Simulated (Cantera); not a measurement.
Feed: 1 mol B₂H₆, 6.2 mol N₂, 6.5 mol H₂, held at 998.15 K and 1.00 bar.

Cantera equilibrium calculation (NASA polynomials, part measured and part estimated; ideal gas, pure solids and liquids). Candidate condensed phases: B, BN; 15 gas species. The feed counts by its element totals alone. N₂ is the only nitrogen source here; it is nearly inert below about 1500 K, so the nitride shown seldom forms there in practice. Kinetics and transport are ignored.

Base state: H₂ 0.646, N₂ 0.354, NH₃ 0.000182 (mole fractions); condensed: BN(s).

**Question.** What changes in the equilibrium state with this change: 0.24 mol O₂ added?

**Answer.** 
```csv
species,before,after
H₂,0.646,0.636
N₂,0.354,0.360
H₂O,0,0.00439
NH₃,0.000182,0.000179
"BN(s), mol",2.00,1.72
"B₂O₃(l), mol",0,0.138
```
Gases not in the tables: H₃BO₃. Further candidate phases: B₂O₃, B₃O₃H₃, H₂O.

**Question.** What changes in the equilibrium state with this change: B₂H₆ replaced by B₂O₃?

**Answer.** 
```csv
species,before,after
H₂,0.646,0.508
N₂,0.354,0.488
H₂O,0,0.00388
NH₃,0.000182,0.000149
"BN(s), mol",2.00,0.0329
"B₂O₃(l), mol",0,0.983
```
Gases not in the tables: H₃BO₃. Further candidate phases: B₂O₃, B₃O₃H₃, H₂O.
